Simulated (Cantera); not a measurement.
A freely propagating, adiabatic, planar premixed flame of H2 : O2 : N2 = 1 : 0.294 : 1.11 (molar parts), unburnt at 625 K and 560000 Pa; mixture-averaged transport, grid criteria slope 0.08 and curve 0.16, no radiation.

Model: the H2/O2 subset of GRI-Mech 3.0, which has no nitrogen chemistry, integrated in Cantera. The hydrogen kinetics of GRI-Mech 3.0 are dated; newer H2 mechanisms differ, most at raised pressure. Burning velocities carry a grid error of a few per cent, more on coarse grids.

Task: Predict: laminar burning velocity; thermal thickness; peak x(HO2); peak x(H2O2); peak x(H).

Result: 
- laminar burning velocity: 1000 cm/s
- thermal thickness: 0.0495 mm
- peak x(HO2): 0.000921
- peak x(H2O2): 4.94e-5
- peak x(H): 0.0593
